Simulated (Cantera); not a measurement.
An adiabatic, constant-volume homogeneous reactor starts with 3.77 % CH₄, 0.604 % CO, 18.7 % O₂, 70.2 % N₂, 6.79 % H₂O, equivalence ratio 0.42, at 1750 K and 13500 Torr.

Detailed kinetics in Cantera: GRI-Mech 3.0 (53 species, 325 reactions). The pressure lies above the range GRI-Mech 3.0 was tuned for (to about 10 atm).

Predict: time of steepest temperature rise; temperature at 2.00 s; equilibrium temperature; x(CO) at 2.00 s; x(O₂) at 2.00 s; x(CO₂) at 2.00 s.


```json
{
 "time_of_steepest_temperature_rise": "12.2 µs",
 "temperature at 2.00 s": "2633 K",
 "equilibrium_temperature": "2633 K",
 "x(CO) at 2.00 s": "0.00186 (gas-phase equilibrium 0.00186)",
 "x(O₂) at 2.00 s": "0.0972 (gas-phase equilibrium 0.0972)",
 "x(CO₂) at 2.00 s": "0.0418 (gas-phase equilibrium 0.0418)"
}
```
